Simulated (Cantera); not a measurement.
**SiO2 + F2 (oxide etching and cleaning by halides)**

Charge: 1 mol SiO2, 1.4 mol F2, held at 120 Pa.

Method: chemical equilibrium by Gibbs-energy minimisation in Cantera with the NASA 1993 tables (ideal gas, pure condensed phases). Candidate condensed phases: Si, SiO2; 17 gas species. The tables' values for SiF3 are old estimates; treat these amounts as uncertain. The tables hold silica as quartz up to 1696 K and as liquid above; real silica turns to tridymite and cristobalite and melts near 1996 K. The numbers say what is thermodynamically allowed, not how fast it happens.

| T (K) | x O2 | x SiF4 | x O | x F | x SiF3 | x SiO2 | n SiO2(α-quartz) | n SiO2(β-quartz) | n SiO2(condensed) |
|---|---|---|---|---|---|---|---|---|---|
| 700 | 0.500 | 0.500 | <1e-12 | <1e-12 | <1e-12 | <1e-12 | 0.300 | 0 | 0 |
| 800 | 0.500 | 0.500 | 1.63e-12 | <1e-12 | <1e-12 | <1e-12 | 0.300 | 0 | 0 |
| 900 | 0.500 | 0.500 | 1.10e-10 | 1.30e-11 | <1e-12 | <1e-12 | 0 | 0.300 | 0 |
| 1000 | 0.500 | 0.500 | 3.21e-9 | 4.18e-10 | 3.75e-12 | <1e-12 | 0 | 0.300 | 0 |
| 1100 | 0.500 | 0.500 | 5.09e-8 | 7.20e-9 | 1.72e-10 | <1e-12 | 0 | 0.300 | 0 |
| 1200 | 0.500 | 0.500 | 5.12e-7 | 7.74e-8 | 4.15e-9 | <1e-12 | 0 | 0.300 | 0 |
| 1300 | 0.500 | 0.500 | 3.61e-6 | 5.79e-7 | 6.11e-8 | 1.19e-12 | 0 | 0.300 | 0 |
| 1400 | 0.500 | 0.500 | 1.93e-5 | 3.26e-6 | 6.10e-7 | 5.99e-11 | 0 | 0.300 | 0 |
| 1500 | 0.500 | 0.500 | 8.28e-5 | 1.46e-5 | 4.46e-6 | 1.78e-9 | 0 | 0.300 | 0 |
| 1600 | 0.500 | 0.500 | 0.000296 | 5.44e-5 | 2.53e-5 | 3.44e-8 | 0 | 0.300 | 0 |
| 1700 | 0.499 | 0.500 | 0.000912 | 0.000174 | 0.000117 | 4.65e-7 | 0 | 0 | 0.300 |
| 1800 | 0.498 | 0.499 | 0.00248 | 0.000492 | 0.000450 | 4.54e-6 | 0 | 0 | 0.300 |
x: gas mole fraction; n: condensed amount in mol.

From 700 K to 800 K the condensed part is SiO2(α-quartz). From 900 K to 1600 K the condensed part is SiO2(β-quartz). From 1700 K to 1800 K the condensed part is SiO2(condensed). The main Si-bearing gas is SiF4 throughout.
